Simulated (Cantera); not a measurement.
# ZrO₂ + H₂ + N₂ (hydrogen reduction and annealing atmospheres)

Input: 1 mol ZrO₂, a varied amount of H₂, 0.76 mol N₂, at 7.50 Torr.

Equilibrium computed with Cantera from the NASA thermochemical tables; the gas is ideal and each condensed phase is pure. Candidate condensed phases: H₂O, Zr, ZrN, ZrO₂; 28 gas species. Mutual solubility and eutectic melting of coexisting phases are not modelled. ZrN: taken at fixed stoichiometry. Condensed phases not in the tables: solid solutions among these carbides, nitrides and lower oxides. Rates play no part.

Stable condensed phases:

```
T in K \ n(H₂) in mol
         0.52 0.87  1.5  2.5  4.3  7.2   12   21   35   60  100  170  290
   2248     A    A    A    B    B    B    B    B    B    B    A    A    A
   2223     A    A    A    B    B    B    B    B    B    B    B    B    A
   2198     A    A    A    B    B    B    B    B    B    B    B    B    B
   2173     A    A    A    B    B    B    B    B    B    B    B    B    B
   2148     A    A    A    B    B    B    B    B    B    B    B    B    B
   2123     A    A    A    A    B    B    B    B    B    B    B    B    B
   2098     A    A    A    A    B    B    B    B    B    B    B    B    B
   2073     A    A    A    A    B    B    B    B    B    B    B    B    B
   2048     A    A    A    A    B    B    B    B    B    B    B    B    B
   2023     A    A    A    A    B    B    B    B    B    B    B    B    B
   1998     A    A    A    A    B    B    B    B    B    B    B    B    B
   1973     A    A    A    A    A    B    B    B    B    B    B    B    B
   1948     A    A    A    A    A    B    B    B    B    B    B    B    B
```

A: ZrO₂; B: ZrN + ZrO₂.
